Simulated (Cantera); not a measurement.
**Equilibrium for aluminium nitride and oxide growth: AlCl3 + N2O + H2**

Charge: 1 mol AlCl3, 4.8 mol N2O, 2 mol H2, equilibrated at 0.0910 bar.

Cantera equilibrium calculation (NASA polynomials, part measured and part estimated; ideal gas, pure solids and liquids). Candidate condensed phases: Al, AlCl3, AlN, Al2O3, H2O, NH4Cl; 45 gas species. Condensed phases not in the tables: AlOCl. Kinetics and transport are ignored.

| T (K) | x N2 | x HCl | x O2 | x H2O | x Cl2 | x Cl | n Al2O3(s) |
|---|---|---|---|---|---|---|---|
| 825 | 0.509 | 0.202 | 0.119 | 0.111 | 0.0582 | 1.31e-5 | 0.500 |
| 900 | 0.506 | 0.229 | 0.126 | 0.0961 | 0.0435 | 5.11e-5 | 0.500 |
| 975 | 0.503 | 0.249 | 0.130 | 0.0849 | 0.0324 | 0.000158 | 0.500 |
| 1050 | 0.501 | 0.264 | 0.134 | 0.0766 | 0.0242 | 0.000409 | 0.500 |
| 1125 | 0.499 | 0.275 | 0.136 | 0.0707 | 0.0182 | 0.000918 | 0.500 |
| 1200 | 0.498 | 0.282 | 0.138 | 0.0666 | 0.0138 | 0.00184 | 0.500 |
| 1275 | 0.497 | 0.286 | 0.139 | 0.0639 | 0.0105 | 0.00335 | 0.500 |
| 1350 | 0.496 | 0.288 | 0.139 | 0.0625 | 0.00797 | 0.00564 | 0.500 |
| 1425 | 0.495 | 0.289 | 0.139 | 0.0621 | 0.00605 | 0.00886 | 0.500 |
| 1500 | 0.494 | 0.287 | 0.138 | 0.0626 | 0.00459 | 0.0131 | 0.500 |
| 1575 | 0.493 | 0.283 | 0.137 | 0.0640 | 0.00346 | 0.0184 | 0.500 |
| 1650 | 0.492 | 0.278 | 0.135 | 0.0661 | 0.00260 | 0.0248 | 0.500 |
| 1725 | 0.490 | 0.271 | 0.133 | 0.0689 | 0.00195 | 0.0320 | 0.500 |
x: gas mole fraction; n: condensed amount in mol.

From 825 K to 1725 K the condensed part is Al2O3(s).
